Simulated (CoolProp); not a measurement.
Values from CoolProp's reference Helmholtz-energy equation of state, Lemmon 2006. It is a short technical equation, of lower accuracy than the large ones.

Question: Give the vapour pressure (MPa), liquid density (kg/m³), enthalpy of vaporisation (kJ/kg), liquid cp (kJ/(kg K)) of saturated nitrous oxide at -63.45, -60.65, -49.45 °C.

Answer: 
| T (°C) | p (MPa) | liquid density (kg/m³) | enthalpy of vaporisation (kJ/kg) | liquid cp (kJ/(kg K)) |
|---|---|---|---|---|
| -63.45 | 0.369 | 1150 | 344 | 1.76 |
| -60.65 | 0.418 | 1140 | 341 | 1.76 |
| -49.45 | 0.661 | 1110 | 325 | 1.80 |
